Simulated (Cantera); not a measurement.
Charge: 1 mol Cr, 0.55 mol O2, a varied amount of H2, at 1.20 Pa.

Equilibrium computed with Cantera from the NASA thermochemical tables; the gas is ideal and each condensed phase is pure. Candidate condensed phases: Cr, Cr2O3, H2O; 13 gas species. Mutual solubility and eutectic melting of coexisting phases are not modelled. Rates play no part.

### Question
What condenses at these points (T in K, n(H2) in mol): (1473, 240); (1673, 47); (2273, 70); (2173, 160); (2073, 47); (1373, 31)?

### Answer
```tsv
T (K)	n(H2) in mol	condensed phases	Cr condensed (%)
1473	240	Cr2O3	11.5
1673	47	gas only	0.0
2273	70	gas only	0.0
2173	160	gas only	0.0
2073	47	gas only	0.0
1373	31	Cr + Cr2O3	91.7
```
